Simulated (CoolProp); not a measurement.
Vapour-liquid equilibrium of hydrogen sulfide (1) + benzene (2) at 293.1 K; x and y are mole fractions of (1).

The numbers come from the multi-fluid Helmholtz-energy mixture model, Lemmon 2006 and Thol 2012; pair parameters Bell 2016 in CoolProp.

| x | bubble pressure (MPa) | y at the bubble point | dew pressure at overall composition x (MPa) | liquid density (mol/L) |
|---|---|---|---|---|
| 0.05 | 0.09243 | 0.894 | 0.01053 | 11.60 |
| 0.15 | 0.2513 | ___ | 0.01177 | 12.34 |
| 0.25 | 0.4077 | 0.979 | 0.01334 | 13.17 |
| 0.35 | 0.5662 | ___ | ___ | ___ |
| 0.45 | 0.7302 | 0.990 | ___ | 15.11 |
| 0.55 | 0.9015 | 0.993 | 0.02219 | 16.25 |
| 0.65 | 1.081 | 0.995 | 0.02849 | 17.52 |
| 0.75 | 1.269 | 0.997 | 0.03976 | 18.95 |
| 0.85 | 1.466 | ___ | 0.06580 | 20.53 |
| 0.95 | 1.671 | ___ | 0.1900 | ___ |

Q: Fill in the missing entries.

A: 
- 0.15, y at the bubble point: 0.963
- 0.35, y at the bubble point: 0.986
- 0.35, dew pressure at overall composition x (MPa): 0.01539
- 0.35, liquid density (mol/L): 14.08
- 0.45, dew pressure at overall composition x (MPa): 0.01817
- 0.85, y at the bubble point: 0.998
- 0.95, y at the bubble point: 0.999
- 0.95, liquid density (mol/L): 22.23

No azeotrope shows between x = 0.05 and 0.95.

The pair parameters rest on a limited set of measurements; away from them the model extrapolates.
